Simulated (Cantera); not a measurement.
A perfectly stirred reactor is fed with H₂ : O₂ : N₂ = 0.015 : 1 : 1.1 (molar parts), at 1330 Pa; it is held at 1125 K, and followed from long to short residence time.

Model: the H2/O2 subset of GRI-Mech 3.0, which has no nitrogen chemistry, integrated in Cantera. Radical loss at walls, strong at low pressure, is not modelled.

What does this change do: H2 0.015 to 0.083 parts?


| quantity | before | after |
|---|---|---|
| x(H₂) at τ = 3.30 s | 3.20e-5 | 0.000115 |
| x(O₂) at τ = 3.30 s | 0.470 | 0.447 |
| x(O) at τ = 3.30 s | 0.000680 | 0.00105 |
| x(HO₂) at τ = 3.30 s | 3.50e-7 | 9.86e-7 |
| x(H₂O₂) at τ = 3.30 s | 1.18e-8 | 5.22e-8 |
| x(H₂) at τ = 77.0 ms | 0.000310 | 0.00103 |
| x(O₂) at τ = 77.0 ms | 0.468 | 0.441 |
| x(O) at τ = 77.0 ms | 0.00351 | 0.00874 |
| x(HO₂) at τ = 77.0 ms | 9.37e-7 | 2.19e-6 |
| x(H₂O₂) at τ = 77.0 ms | 2.54e-8 | 7.55e-8 |
The temperature is held fixed by assumption; the heat of reaction is taken as removed at once.

What does this change do: 0.032 parts H2O added?


```tsv
quantity	before	after
x(H₂) at τ = 3.30 s	3.20e-5	3.66e-5
x(O₂) at τ = 3.30 s	0.470	0.464
x(O) at τ = 3.30 s	0.000680	0.000436
x(HO₂) at τ = 3.30 s	3.50e-7	4.51e-7
x(H₂O₂) at τ = 3.30 s	1.18e-8	2.53e-8
x(H₂) at τ = 77.0 ms	0.000310	0.000346
x(O₂) at τ = 77.0 ms	0.468	0.462
x(O) at τ = 77.0 ms	0.00351	0.00285
x(HO₂) at τ = 77.0 ms	9.37e-7	1.21e-6
x(H₂O₂) at τ = 77.0 ms	2.54e-8	4.46e-8
```
